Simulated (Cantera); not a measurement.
A Cantera script and what it prints.

```python
import numpy as np
import cantera as ct

gas_names = """
    CL CL2 H HCL H2 N NH NH2 NH3 N2 N2H2 N2H4 Si SiCL SiCL2 SiCL3 SiCL4 SiH SiHCL3 SiH2 SiH2CL2 SiH3
    SiH3CL SiH4 SiN Si2 Si2N Si3
""".split()
cond_names = """
    NH4CL(a) NH4CL(b) Si(cr) Si(L) Si3N4(a)
""".split()


def load(file, names, dense=False):
    # The tables refer to 1 bar. Condensed volumes are neglected.
    table = {s.name: s for s in ct.Species.list_from_file(file)}
    out = []
    for n in names:
        d = dict(table[n].input_data)
        d["thermo"] = dict(d["thermo"], **{"reference-pressure": 1e5})
        if dense:
            d["equation-of-state"] = {"model": "constant-volume", "density": "1e6 g/cm^3"}
        out.append(ct.Species.from_dict(d))
    return out


gas = ct.Solution(thermo="ideal-gas", species=load("nasa_gas.yaml", gas_names))
cond = {s.name: ct.Solution(thermo="fixed-stoichiometry", species=[s], name=s.name)
        for s in load("nasa_condensed.yaml", cond_names, dense=True)}
atoms = {
    'Si3N4': {'Si': 3, 'N': 4},
    'Cl2': {'CL': 2},
    'N2': {'N': 2},
    'H2': {'H': 2},
}
top_T = {'Si3N4(a)': 2400}  # K; cautious upper limits of use, not melting points


def equilibrate(T, P, feed):
    n = {}
    for name, mol in feed.items():
        for a, k in atoms[name].items():
            n[a] = n.get(a, 0.0) + k * mol
    gas.TPX = T, P, n
    mass = sum(n.values()) * gas.mean_molecular_weight
    gas.equilibrate("TP")
    valid = [c for c in cond.values() if c.min_temp <= T <= top_T.get(c.name, c.max_temp)]
    mix = ct.Mixture([(gas, mass / gas.mean_molecular_weight)] + [(c, 0.0) for c in valid])
    mix.T, mix.P = T, P
    mix.equilibrate("TP", solver="vcs", rtol=1e-11, max_steps=5000)
    return mix


results = []
T = 773  # K
P = 13332.2  # Pa
for m in [2.2, 2.6, 3, 3.4, 4, 4.6, 5.3, 6.1, 7, 8.1, 9.3, 11, 12]:
    feed = {'Si3N4': 1, 'Cl2': m, 'N2': 1.2, 'H2': 12}  # mol
    mix = equilibrate(T, P, feed)
    results.append((T, P, feed, dict(zip(mix.species_names, mix.species_moles))))

top = {s: max(r[3][s] / sum(r[3][g] for g in gas_names) for r in results) for s in gas_names}
cols = sorted((s for s in top if top[s] > 0.001), key=lambda s: -top[s])[:6]
seen = [c for c in cond_names if any(r[3].get(c, 0) > 1e-12 for r in results)]
print("log10 of partial pressures in bar; condensed amounts in mol")
print(f"{'n(Cl2)':>10s}" + "".join(f"{s[:9]:>10s}" for s in cols + seen))
for T, P, feed, n in results:
    ng = sum(n[g] for g in gas_names)
    print(f"{feed['Cl2']:10.4g}" + "".join(f"{np.log10(max(n[s] / ng * P / 1e5, 1e-99)):10.3f}" for s in cols)
          + "".join(f"{n.get(c, 0):10.4g}" for c in seen))
```

Output:

```
log10 of partial pressures in bar; condensed amounts in mol
    n(Cl2)        H2       HCL        N2     SiCL4  Si3N4(a)
       2.2    -1.049    -1.521    -1.928    -2.691    0.9218
       2.6    -1.067    -1.488    -1.915    -2.534     0.885
         3    -1.083    -1.464    -1.901    -2.412    0.8445
       3.4    -1.099    -1.445    -1.887    -2.315    0.8011
         4    -1.121    -1.424    -1.864    -2.199    0.7322
       4.6    -1.142    -1.408    -1.843    -2.109    0.6599
       5.3    -1.165    -1.394    -1.819    -2.024    0.5722
       6.1    -1.190    -1.383    -1.794    -1.946    0.4687
         7    -1.217    -1.374    -1.768    -1.876    0.3491
       8.1    -1.247    -1.368    -1.740    -1.807    0.1994
       9.3    -1.279    -1.364    -1.712    -1.746   0.03256
        11    -1.396    -1.241    -1.735    -1.764         0
        12    -1.481    -1.180    -1.754    -1.782         0
```

Equilibrium computed with Cantera from the NASA thermochemical tables; the gas is ideal and each condensed phase is pure.
